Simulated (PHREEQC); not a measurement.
0.1 mol of Jarosite-K (KFe3(SO4)2(OH)6) is brought to equilibrium with 1 kg of water, with rising amounts of HF, at 25 °C. Oxygen alone is held at its pressure in air (log pO2 = -0.68). The system is closed to CO2. Names ending in (a), (am) or -a are amorphous solids. The run lets Jarosite-K, Fe(OH)3(a) precipitate or redissolve, and no other solid.

Model: ion-association model, phreeqc.dat, run in PHREEQC.

| HF added (mol) | pH | dissolved K (mol/kgw) | dissolved S (mol/kgw) | Fe(OH)3(a) (mol) |
|---|---|---|---|---|
| 0 | 3.89 | 5.78e-5 | 0.000116 | 0.000142 |
| 0.00208 | 3.54 | 0.000281 | 0.000561 | 0 |
| 0.00417 | ? | 0.000575 | 0.00115 | 0 |
| 0.00625 | 3.19 | 0.000870 | 0.00174 | 0 |
| 0.00833 | 3.10 | 0.00117 | 0.00233 | 0 |
| 0.0104 | 3.03 | 0.00146 | 0.00293 | 0 |
| 0.0125 | 2.97 | 0.00176 | 0.00353 | 0 |
| 0.0146 | ? | 0.00206 | 0.00413 | 0 |
| 0.0167 | 2.88 | 0.00237 | 0.00473 | 0 |
| 0.0187 | ? | 0.00265 | 0.00531 | 0 |
| 0.0208 | ? | 0.00296 | 0.00591 | 0 |
| 0.0229 | 2.78 | 0.00326 | 0.00652 | 0 |
| 0.025 | 2.75 | 0.00356 | 0.00712 | 0 |

**Question.** Some entries are withheld; supply them.

**Answer.** 
- 0.00417, pH: 3.32
- 0.0146, pH: 2.92
- 0.0187, pH: 2.84
- 0.0208, pH: 2.81

Fluoro complexes past AlF4- and FeF3 are missing from the database.
